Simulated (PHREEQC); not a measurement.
Consider water at 25 °C with 38 mmol/kgw BaCl2, 0.36 mmol/kgw CO2 and 26 mmol/kgw KCl. Closed to the air; pH follows from the charge balance.

The numbers come from PHREEQC with the ion-association model, phreeqc.dat.

Question: The ionic strength comes out as 0.140 mol/kgw. What activity coefficients do Cl-, Ba+2, K+, BaHCO3+, H+ get?

Answer: Cl- 0.74, Ba+2 0.32, K+ 0.74, BaHCO3+ 0.76, H+ 0.81.

This is a speciation only: nothing precipitates in the calculation.
